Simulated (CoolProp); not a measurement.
Model: reference Helmholtz-energy equation of state, Smukala 2000, in CoolProp.

### Question
For ethylene, give the phase and the density (kg/m³), cp (kJ/(kg K)), isothermal compressibility (1/MPa), fugacity coefficient at 294.6 K and 19.4 MPa; 294.6 K and 27.1 MPa.

### Answer
- 294.6 K and 19.4 MPa: supercritical; density 406, cp 2.83, isothermal compressibility 0.0101, fugacity coefficient 0.318
- 294.6 K and 27.1 MPa: supercritical; density 431, cp 2.61, isothermal compressibility 0.00641, fugacity coefficient 0.281
